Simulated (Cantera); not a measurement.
Input: 1 mol Si2Cl6, 26 mol NH3, 1.1 mol N2, at 44000 Pa.

Cantera equilibrium calculation (NASA polynomials, part measured and part estimated; ideal gas, pure solids and liquids). Candidate condensed phases: NH4Cl, Si, Si3N4; 28 gas species. The feed counts by its element totals alone. Rates play no part.

Over these rows the condensed part is Si3N4(s). Partial pressures as log10 of bar:

```csv
T (K),1000/T (1/K),log p SiCl2,log p H2,log p N2,log p HCl
1023,0.9775,-8.09,-0.54,-0.99,-1.32
1098,0.9107,?,-0.54,-0.99,-1.32
1173,0.8525,-6.36,-0.54,-0.99,-1.32
1248,0.8013,-5.66,-0.54,-0.99,-1.32
1323,0.7559,-5.03,-0.54,-0.99,-1.32
1398,0.7153,-4.48,-0.54,-0.99,-1.32
```

Task: Fit log p(SiCl2) = a + b·(1000/T) to the five rows, give the apparent enthalpy, and predict the row at 1098 K.

Result: Means: 1000/T = 0.8205, log p = -5.924. Sxy = -0.568744, Sxx = 0.0412818, so b = -13.78 and a = -5.924 − (-13.78)×0.8205 = 5.38.
Apparent enthalpy: −19.145 × (-13.78) = 264 kJ/mol. With the condensed phases at unit activity, 1/3 Si3N4(s) + 2 HCl(g) = SiCl2(g) + H2(g) + 2/3 N2(g) links this pressure to the main gases: over the six rows their terms move log p by +0.00 in all, so the slope is close to that reaction's ΔH°. The five rows lie within 0.01 of the line.
Prediction at 1098 K: 5.38 + (-13.78)×0.9107 = -7.17. The computed value is -7.17, 0.00 from the line.
